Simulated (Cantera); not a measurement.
What does this Cantera script print?

```python
import numpy as np
import cantera as ct

gas = ct.Solution("gri30.yaml")


def delay(T, t_max=10):
    gas.TPX = T, 500000, {'C2H4': 1, 'O2': 2.14, 'N2': 6.64, 'CO2': 2.8}
    reactor = ct.IdealGasReactor(gas, clone=False)
    net = ct.ReactorNet([reactor])
    net.rtol, net.atol = 1e-8, 1e-16
    while net.time < t_max:
        t_old, T_old = net.time, reactor.T
        net.step()
        if reactor.T > T + 400:  # ignition: a rise of 400 K
            return t_old + (T + 400 - T_old) / (reactor.T - T_old) * (net.time - t_old)
    return np.nan


taus = []
for T in [1225, 1300, 1375, 1450, 1525, 1600, 1675]:
    taus.append(delay(T))
    print(f"T0 = {T:6g} K   tau = {taus[-1]:.4e} s")
```

It prints:

```
T0 =   1225 K   tau = 5.3135e-04 s
T0 =   1300 K   tau = 9.4449e-05 s
T0 =   1375 K   tau = 2.4826e-05 s
T0 =   1450 K   tau = 1.1440e-05 s
T0 =   1525 K   tau = 6.9646e-06 s
T0 =   1600 K   tau = 4.8318e-06 s
T0 =   1675 K   tau = 3.6097e-06 s
```

Detailed kinetics in Cantera: GRI-Mech 3.0 (53 species, 325 reactions). GRI-Mech 3.0 was tuned for natural gas; its chemistry of ethylene as a main component is partial and can be far from experiment.
